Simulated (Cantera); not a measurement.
Thermodynamics of silicon oxide and oxynitride deposition, feed SiF4 + H2O + H2

Input: 1 mol SiF4, 0.91 mol H2O, 6.3 mol H2, held at 0.280 bar.

Method: chemical equilibrium by Gibbs-energy minimisation in Cantera with the NASA 1993 tables (ideal gas, pure condensed phases). Candidate condensed phases: H2O, Si, SiO2; 38 gas species. The tables' values for SiF3, SiF2 are old estimates; treat these amounts as uncertain. The tables hold silica as quartz up to 1696 K and as liquid above; real silica turns to tridymite and cristobalite and melts near 1996 K. Rates play no part.

```csv
T (K),x H2,x HF,x SiF4,x SiO,x SiF3,x H2O,n SiO2(condensed),n SiO2(l)
1773,0.726,0.196,0.0634,0.000342,0.00361,0.00974,0.411,0
1798,0.724,0.198,0.0622,0.000576,0.00443,0.00947,0.412,0
1823,0.722,0.200,0.0608,0.000952,0.00537,0.00926,0.411,0
1848,0.720,0.202,0.0591,0.00154,0.00642,0.00911,0.409,0
1873,0.716,0.205,0.0572,0.00243,0.00757,0.00904,0.405,0
1898,0.712,0.209,0.0550,0.00375,0.00879,0.00906,0.399,0
1923,0.707,0.213,0.0525,0.00564,0.0100,0.00920,0.390,0
1948,0.700,0.218,0.0496,0.00825,0.0112,0.00946,0.377,0
1973,0.691,0.225,0.0465,0.0117,0.0123,0.00988,0.359,0
1998,0.680,0.232,0.0430,0.0162,0.0132,0.0105,0,0.336
```
x: gas mole fraction; n: condensed amount in mol.

From 1773 K to 1973 K the condensed part is SiO2(condensed). At 1998 K the condensed part is SiO2(l). The main Si-bearing gas is SiF4 throughout. The share of Si in condensed phases is highest at 1798 K (41.2 %) and lowest at 1998 K (33.6 %).
